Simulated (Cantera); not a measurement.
Input: 1 mol B2H6, 4.6 mol H2O, 27 mol N2, at 1275 K and 13.3 mbar.

Cantera equilibrium calculation (NASA polynomials, part measured and part estimated; ideal gas, pure solids and liquids). Candidate condensed phases: B, BN, B2O3, B3O3H3, H2O; 39 gas species. The feed counts by its element totals alone. Gases not in the tables: H3BO3. Rates play no part.

**Question.** What is the equilibrium state?

**Answer.** 
```json
{
  "x(N2)": "0.779",
  "x(H2)": "0.173",
  "x(H2O)": "0.0441",
  "x(HBO2)": "0.00412",
  "x((HBO2)3)": "9.57e-6",
  "x(B2O3)": "6.90e-6",
  "x(H)": "2.66e-6",
  "x(HBO)": "1.70e-6",
  "n(B2O3(l))": "0.928 mol",
  "gas_amount": "34.67 mol",
  "log10 activity of B(s) (absent)": "-7.87",
  "log10 activity of B3O3H3(s) (absent)": "-17.90"
}
```
